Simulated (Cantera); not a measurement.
Feed: 1 mol Fe₂O₃, a varied amount of H₂O, 0.16 mol O₂, 0.39 mol Cl₂, at 1252 °C and 39000 Pa.

Method: chemical equilibrium by Gibbs-energy minimisation in Cantera with the NASA 1993 tables (ideal gas, pure condensed phases). Candidate condensed phases: Fe, FeCl₂, FeCl₃, FeO, Fe(OH)₂, Fe(OH)₃, Fe₂O₃, Fe₃O₄, H₂O; 22 gas species. Rates play no part.

x: gas mole fraction; n: condensed amount in mol.

```tsv
n(H₂O) (mol)	x H₂O	x HCl	x O₂	x FeCl₂	x Cl₂	x FeCl₃	x Cl	n Fe₂O₃(s)
0.056	0.00227	0.143	0.445	0.166	0.108	0.0993	0.0363	0.899
0.094	(withheld)	(withheld)	0.423	(withheld)	(withheld)	(withheld)	(withheld)	0.909
0.16	0.0178	0.327	0.390	0.115	0.0675	0.0543	0.0287	0.925
0.26	0.0463	0.430	0.350	0.0784	0.0426	0.0296	0.0228	0.946
0.44	0.124	0.494	0.296	0.0401	0.0192	0.0101	0.0153	0.970
0.74	0.268	0.459	0.237	0.0170	0.00691	0.00258	0.00918	0.985
1.2	(withheld)	(withheld)	(withheld)	(withheld)	(withheld)	(withheld)	(withheld)	0.992
2.1	0.606	0.263	0.124	0.00290	0.000725	0.000143	0.00297	0.996
```

**Question.** Complete the blanks.

**Answer.** 
- 0.094, x H₂O: 0.00626
- 0.094, x HCl: 0.221
- 0.094, x FeCl₂: 0.145
- 0.094, x Cl₂: 0.0910
- 0.094, x FeCl₃: 0.0800
- 0.094, x Cl: 0.0333
- 1.2, x H₂O: 0.429
- 1.2, x HCl: 0.373
- 1.2, x O₂: 0.181
- 1.2, x FeCl₂: 0.00747
- 1.2, x Cl₂: 0.00248
- 1.2, x FeCl₃: 0.000679
- 1.2, x Cl: 0.00550
